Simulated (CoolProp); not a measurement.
Model: reference Helmholtz-energy equation of state, Lemmon 2006, in CoolProp. It is a short technical equation, of lower accuracy than the large ones.

Question: Give the vapour pressure (kPa), liquid density (kg/m³), vapour density (kg/m³), enthalpy of vaporisation (kJ/kg) of saturated nitrous oxide at 233.2 K.

Answer: 
```tsv
T (K)	p (kPa)	liquid density (kg/m³)	vapour density (kg/m³)	enthalpy of vaporisation (kJ/kg)
233.2	940	1070	24.4	311
```
